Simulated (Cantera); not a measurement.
An isothermal, constant-pressure homogeneous reactor starts with CH₄ : CO₂ = 1 : 1.1 (molar parts), at 1825 K and 3.40 bar.

Computed with Cantera and GRI-Mech 3.0 (53 species, 325 reactions).

x: mole fraction; the columns are a selection and need not sum to one.

```tsv
t (s)	x CH₄	x CO₂	x O	x C₂H	x HCO	x CO
8.00e-5	0.420	0.510	1.60e-10	2.55e-8	[?]	0.00240
0.000463	0.248	0.416	2.68e-10	2.70e-7	[?]	0.0332
0.00267	0.0747	0.198	5.12e-10	5.65e-7	[?]	0.191
0.0155	0.0227	0.0690	6.51e-10	5.05e-7	[?]	0.340
0.0894	0.0141	0.0313	4.35e-10	1.76e-7	[?]	0.437
0.517	0.00583	0.0111	2.30e-10	3.24e-8	1.48e-7	0.492
2.99	0.000918	0.00562	1.34e-10	8.45e-10	1.56e-7	0.506
17.3	5.05e-6	0.00528	1.27e-10	<1e-12	1.56e-7	0.507
100	4.94e-6	0.00528	1.27e-10	<1e-12	1.56e-7	0.507
```

Some entries are withheld; supply them.


- 8.00e-5, x HCO: 1.72e-7
- 0.000463, x HCO: 8.62e-8
- 0.00267, x HCO: 6.17e-8
- 0.0155, x HCO: 8.91e-8
- 0.0894, x HCO: 1.22e-7
